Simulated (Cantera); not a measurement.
A perfectly stirred reactor is fed with H₂ : O₂ : N₂ : H₂O = 1 : 0.455 : 1.71 : 0.21 (molar parts), equivalence ratio 1.1, at 5.00 bar; it is adiabatic with a 800 K inlet, and is followed from long to short residence time, starting on the burning branch (τ in s: 0.034, 0.013, 0.005, 0.0019, 0.00074, 0.00029, 0.00011, 4.2e-05, 1.6e-05).

Cantera simulation using GRI-Mech 3.0 (53 species, 325 reactions); the numbers are that mechanism's predictions, not measurements. The hydrogen kinetics of GRI-Mech 3.0 are dated; newer H2 mechanisms differ, most at raised pressure.

Q: What does this change do: H2O 0.21 to 0.13 parts?

A: 
| quantity | before | after |
|---|---|---|
| blow-out, bracketed by the residence times tried | burning at 16.0 µs, the shortest tried | burning at 16.0 µs, the shortest tried |
| x(H₂) at τ = 34.0 ms | 0.0384 | 0.0404 |
| x(O₂) at τ = 34.0 ms | 0.00169 | 0.00196 |
| x(H₂O) at τ = 34.0 ms | 0.367 | 0.347 |
| x(H₂O₂) at τ = 34.0 ms | 2.94e-7 | 3.23e-7 |
| x(NO) at τ = 34.0 ms | 0.00199 | 0.00235 |
| x(H₂) at τ = 0.740 ms | 0.0407 | 0.0424 |
| x(O₂) at τ = 0.740 ms | 0.00318 | 0.00332 |
| x(H₂O) at τ = 0.740 ms | 0.362 | 0.342 |
| x(H₂O₂) at τ = 0.740 ms | 4.53e-7 | 4.57e-7 |
| x(NO) at τ = 0.740 ms | 0.000747 | 0.00105 |

Q: What does this change do: pressure from 5.00 bar to 0.430 bar?

A: 
```
quantity                                                                          before                               after
------------------------------------------------  --------------------------------------  ----------------------------------
blow-out, bracketed by the residence times tried  burning at 16.0 µs, the shortest tried  burning at 42.0 µs, out at 16.0 µs
x(H₂) at τ = 34.0 ms                                                              0.0384                              0.0472
x(O₂) at τ = 34.0 ms                                                             0.00169                             0.00554
x(H₂O) at τ = 34.0 ms                                                              0.367                               0.347
x(H₂O₂) at τ = 34.0 ms                                                           2.94e-7                             1.11e-7
x(NO) at τ = 34.0 ms                                                             0.00199                             0.00195
x(H₂) at τ = 0.740 ms                                                             0.0407                              0.0637
x(O₂) at τ = 0.740 ms                                                            0.00318                              0.0177
x(H₂O) at τ = 0.740 ms                                                             0.362                               0.300
x(H₂O₂) at τ = 0.740 ms                                                          4.53e-7                             2.66e-7
x(NO) at τ = 0.740 ms                                                           0.000747                             6.51e-5
```
